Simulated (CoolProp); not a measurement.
Values from CoolProp's reference Helmholtz-energy equation of state, Thol 2019.

Task: Give the vapour pressure (MPa), liquid density (kg/m³), vapour density (kg/m³), liquid cp (kJ/(kg K)) of saturated tetradecamethylhexasiloxane (MD4M) at 421.6, 453.7 K.

Result: 
```json
[
 {"T (K)": "421.6", "p (MPa)": "0.00346", "liquid density (kg/m³)": "765", "vapour density (kg/m³)": "0.457", "liquid cp (kJ/(kg K))": "1.98"},
 {"T (K)": "453.7", "p (MPa)": "0.0117", "liquid density (kg/m³)": "731", "vapour density (kg/m³)": "1.45", "liquid cp (kJ/(kg K))": "2.04"}
]
```
